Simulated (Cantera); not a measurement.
An isothermal, constant-pressure homogeneous reactor starts with NH3 : N2 = 1 : 0.44 (molar parts), at 1975 K and 1330 Pa.

Model: the gas-phase N/H chemistry of the illustrative SiF4/NH3 mechanism in the Surface Chemkin manual (1991), integrated in Cantera. Walls and surfaces, which speed up NH3 decomposition in real reactors, are not modelled.

**Question.** Predict: x(NH3) at 4.00 s; x(NH) at 4.00 s; x(H2) at 4.00 s; x(H) at 4.00 s; x(N2) at 4.00 s; x(NH2) at 4.00 s.

**Answer.** x(NH3) at 4.00 s: 0.0683 (gas-phase equilibrium 8.15e-8)
x(NH) at 4.00 s: 9.81e-6 (gas-phase equilibrium 1.93e-9)
x(H2) at 4.00 s: 0.554 (gas-phase equilibrium 0.607)
x(H) at 4.00 s: 0.000673 (gas-phase equilibrium 0.00930)
x(N2) at 4.00 s: 0.377 (gas-phase equilibrium 0.383)
x(NH2) at 4.00 s: 0.000239 (gas-phase equilibrium 3.60e-9)
